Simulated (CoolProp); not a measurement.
Fluoroethane (R161) at 298.15 K and 0.385 MPa is throttled through a valve to 0.248 MPa with no heat exchange. Each further row changes one setting.

Computed with CoolProp (reference Helmholtz-energy equation of state, Wu 2012).

| case | temperature change (K) | final density (kg/m³) |
|---|---|---|
| as stated | ? | ? |
| outlet pressure 0.0744 MPa | ? | ? |
| outlet pressure 0.322 MPa | ? | ? |

### Question
Fill in the missing entries.

### Answer

- as stated, temperature change (K): -3.1
- as stated, final density (kg/m³): 5.06
- outlet pressure 0.0744 MPa, temperature change (K): -7.0
- outlet pressure 0.0744 MPa, final density (kg/m³): 1.50
- outlet pressure 0.322 MPa, temperature change (K): -1.4
- outlet pressure 0.322 MPa, final density (kg/m³): 6.62
